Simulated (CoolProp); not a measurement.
Model: reference Helmholtz-energy equation of state, Leachman 2009, in CoolProp.

Question: For normal hydrogen, give the phase and the cp (kJ/(kg K)) at 25.9 K and 0.101 MPa; 161.6 K and 0.101 MPa.

Answer: 
- 25.9 K and 0.101 MPa: gas; cp 11.1
- 161.6 K and 0.101 MPa: gas; cp 12.9
